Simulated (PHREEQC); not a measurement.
Solution (15 °C): 0.006 mol/kgw CuSO4, 0.00081 mol/kgw H2SO4 and 0.00084 mol/kgw Na2SO4. Closed to the air; pH follows from the charge balance.

Equilibrium calculation in PHREEQC: ion-association model, wateq4f.dat.

Each row changes one thing in this solution. Precipitation was switched off in this run.

| case | pH | ionic strength (mol/kgw) | SO4-2 (mol/kgw) | Cu+2 (mol/kgw) | CuSO4 (mol/kgw) | HSO4- (mol/kgw) | SI of Chalcanthite (CuSO4:5H2O) | SI of Tenorite (CuO) |
|---|---|---|---|---|---|---|---|---|
| as made | 2.94 | 0.0218 | 0.00568 | 0.00440 | 0.00160 | 0.000338 | -2.40 | -4.71 |
| Na2SO4 from 0.00084 to 0.000924 mol/kgw | 2.94 | 0.0220 | 0.00575 | 0.00439 | 0.00161 | 0.000341 | -2.39 | -4.71 |
| CuSO4 from 0.006 to 0.0012 mol/kgw | 2.88 | 0.00847 | 0.00243 | 0.000982 | 0.000218 | 0.000191 | -3.26 | -5.41 |
| temperature from 15 to 80 °C | 3.17 | 0.0200 | 0.00497 | 0.00420 | 0.00180 | 0.000852 | -2.72 | -2.17 |
| diluted 100-fold with water | 4.80 | 0.000286 | 7.57e-5 | 5.92e-5 | 7.32e-7 | 8.94e-8 | -5.74 | -2.67 |

At this temperature some constants are extrapolated from 25 °C, and those without enthalpy data are left unchanged.
